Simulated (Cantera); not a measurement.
A closed system holds: 1 mol SiCl₄, 0.033 mol HCl, 7.5 mol N₂, held at 5.90 mbar.

Equilibrium computed with Cantera from the NASA thermochemical tables; the gas is ideal and each condensed phase is pure. Candidate condensed phases: NH₄Cl, Si, Si₃N₄; 28 gas species. The tables' values for SiCl₃ are old estimates; treat these amounts as uncertain. Equilibrium is a limit: real reactors are often held back by kinetics, nucleation or transport. All values below are at 877 °C.

Base state: N₂ 0.879, SiCl₄ 0.117, HCl 0.00387, SiCl₃ 5.11e-5, Cl 4.80e-5 (mole fractions); condensed: gas only.

What changes in the equilibrium state with this change: SiCl₄ replaced by Si₂Cl₆?


| species | before | after |
|---|---|---|
| N₂ | 0.879 | 0.823 |
| SiCl₄ | 0.117 | 0.170 |
| HCl | 0.00387 | 0.00377 |
| SiCl₃ | 5.11e-5 | 0.00284 |
| SiCl₂ | 2.44e-7 | 0.000521 |
| Cl | 4.80e-5 | 1.25e-6 |
| Si₃N₄(s), mol | 0 | 0.164 |
The feed counts by its element totals alone. N₂ is the only nitrogen source here; it is nearly inert below about 1500 K, so the nitride shown seldom forms there in practice.
